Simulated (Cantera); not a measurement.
What does this Cantera script print?

```python
import numpy as np
import cantera as ct

surf = ct.Interface("diamond.yaml", "diamond_100")
gas, bulk = surf.adjacent["gas"], surf.adjacent["diamond"]
k = surf.kinetics_species_index(bulk.species_names[0])
cover = ["c6HH", "c6H*", "c6*H", "c6**", "c6HM", "c6B"]

rows, drift = [], 0.0
print(f"{'xCH3':>10s}{'um/h':>11s}" + "".join(f"{s:>11s}" for s in cover))
for v in [1e-06, 2.8e-06, 8.1e-06, 2.3e-05, 6.6e-05, 0.00019, 0.00054, 0.0015, 0.0043]:
    T, P, xH, xCH3 = 1350, 4000, 0.00035, v
    gas.TPX = T, P, {"H": xH, "CH3": xCH3, "CH4": 0.0043, "H2": 1 - xH - xCH3 - 0.0043}
    surf.TP = bulk.TP = T, P
    surf.coverages = "c6H*:0.1, c6HH:0.9"
    surf.advance_coverages(100.0)
    before = surf.coverages
    surf.advance_coverages(100.0)
    drift = max(drift, np.max(np.abs(surf.coverages - before) / (surf.coverages + 1e-9)))
    rate = surf.net_production_rates[k] * bulk.mean_molecular_weight / bulk.density * 3.6e9
    rows.append([rate, *surf[cover].coverages])
    print(f"{v:10.4g}{rate:11.4e}" + "".join(f"{x:11.3e}" for x in rows[-1][1:]))
```

Output:

```
      xCH3       um/h       c6HH       c6H*       c6*H       c6**       c6HM        c6B
     1e-06 8.2779e-04  5.054e-01  4.415e-02  4.354e-01  1.506e-02  4.102e-07  2.246e-12
   2.8e-06 2.3175e-03  5.054e-01  4.415e-02  4.354e-01  1.506e-02  1.148e-06  6.289e-12
   8.1e-06 6.7010e-03  5.054e-01  4.415e-02  4.354e-01  1.505e-02  3.322e-06  1.818e-11
   2.3e-05 1.9003e-02  5.054e-01  4.414e-02  4.353e-01  1.503e-02  9.431e-06  5.156e-11
   6.6e-05 5.4325e-02  5.053e-01  4.413e-02  4.352e-01  1.497e-02  2.705e-05  1.474e-10
   0.00019 1.5472e-01  5.050e-01  4.410e-02  4.349e-01  1.481e-02  7.774e-05  4.198e-10
   0.00054 4.2688e-01  5.043e-01  4.401e-02  4.340e-01  1.437e-02  2.200e-04  1.158e-09
    0.0015 1.0983e+00  5.024e-01  4.380e-02  4.319e-01  1.329e-02  6.044e-04  2.980e-09
    0.0043 2.5977e+00  4.981e-01  4.331e-02  4.271e-01  1.091e-02  1.690e-03  7.049e-09
```

Detailed kinetics in Cantera: the Harris–Goodwin 1993 mechanism for the reconstructed diamond (100) surface.
